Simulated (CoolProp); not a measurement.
Water at 706.73 K and 1.75 MPa flows at 0.11 m/s in a round tube of 2 mm bore and 0.25 µm roughness, fully developed (64/Re and Nu = 3.66 if laminar; Colebrook and Gnielinski if turbulent). Each further row changes one setting.

Values from CoolProp's reference Helmholtz-energy equation of state, Wagner 2002.

| case | Reynolds number | Darcy friction factor | pressure drop (Pa/m) | heat-transfer coefficient (W/(m² K)) | mass flow (kg/h) |
|---|---|---|---|---|---|
| as stated | 46.6 | 1.37 | 22.7 | 110 | 0.00680 |
| velocity 0.22 m/s | 93.2 | 0.687 | 45.5 | 110 | 0.0136 |
| diameter 4 mm | 93.2 | 0.687 | 5.68 | 55.1 | 0.0272 |

Viscosity comes from a separate model (Huber 2009). Thermal conductivity comes from a separate model (Huber 2012).
